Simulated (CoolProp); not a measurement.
Vapour pressure (MPa) of toluene: the reference equation beside estimates from Tc = 591.7 K, pc = 4.126 MPa, ω = 0.266.

Model: reference Helmholtz-energy equation of state, Lemmon 2006, in CoolProp. It is a short technical equation, of lower accuracy than the large ones.

```
T (K)  reference  Lee-Kesler  Peng-Robinson
-----  ---------  ----------  -------------
334.2    0.01933         [?]        0.01955
348.6    0.03314     0.03208            [?]
362.9    0.05385     0.05259        0.05389
377.3    0.08407     0.08275        0.08390
391.6        [?]      0.1249         0.1255
406       0.1832      0.1827         0.1824
420.3        [?]      0.2585         0.2571
434.6     0.3543      0.3563         0.3534
449          [?]      0.4806         0.4761
```

Fill in the missing entries.


- 334.2, Lee-Kesler: 0.01855
- 348.6, Peng-Robinson: 0.03330
- 391.6, reference: 0.1260
- 420.3, reference: 0.2580
- 449, reference: 0.4766

Absolute difference from the reference over all 9 rows, mean and median: Lee-Kesler 1.5 and 0.9 %, Peng-Robinson 0.4 and 0.3 %.
